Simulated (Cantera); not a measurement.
Mixture: C3H8 : O2 : N2 = 1 : 3.57 : 13.4 (molar parts), equivalence ratio 1.4, at 760 Torr, adiabatic and at constant pressure. Ignition delay is the time to a rise of 400 K.

Computed with Cantera and GRI-Mech 3.0 (53 species, 325 reactions). GRI-Mech 3.0 was tuned for natural gas; its chemistry of propane as a main component is partial and can be far from experiment.

Task: Predict: delay at 1075 K; delay at 1175 K; delay at 1275 K; delay at 1375 K; delay at 1475 K; apparent activation energy between 1375 and 1475 K.

Result: 
| Property | Value |
|---|---|
| delay at 1075 K | 0.101 s |
| delay at 1175 K | 10.6 ms |
| delay at 1275 K | 1.54 ms |
| delay at 1375 K | 0.330 ms |
| delay at 1475 K | 0.103 ms |
| apparent activation energy between 1375 and 1475 K | 200 kJ/mol |
